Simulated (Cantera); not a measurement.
Feed: 1 mol PbO, 2.1 mol CO, 2.6 mol H2, at 2073.15 K and 0.290 bar.

Cantera equilibrium calculation (NASA polynomials, part measured and part estimated; ideal gas, pure solids and liquids). Candidate condensed phases: C, C6H6, C7H8, C8H18, H2O, Pb, PbO, PbO2, Pb3O4; 113 gas species. Gases not in the tables: (PbO)n polymers. Rates play no part.

Base state: CO 0.336, H2 0.311, Pb 0.175, H2O 0.143, CO2 0.0318, H 0.00273, PbO 0.000472, OH 0.000142 (mole fractions); condensed: gas only.

Q: What changes in the equilibrium state with this change: H2 from 2.6 to 6.9 mol?

A: 
```csv
species,before,after
H2,0.311,0.594
CO,0.336,0.203
Pb,0.175,0.0997
CO2,0.0318,0.00657
H2O,0.143,0.0931
PbO,0.000472,9.21e-5
Pb2,3.75e-5,1.22e-5
OH,0.000142,6.72e-5
H,0.00273,0.00377
```
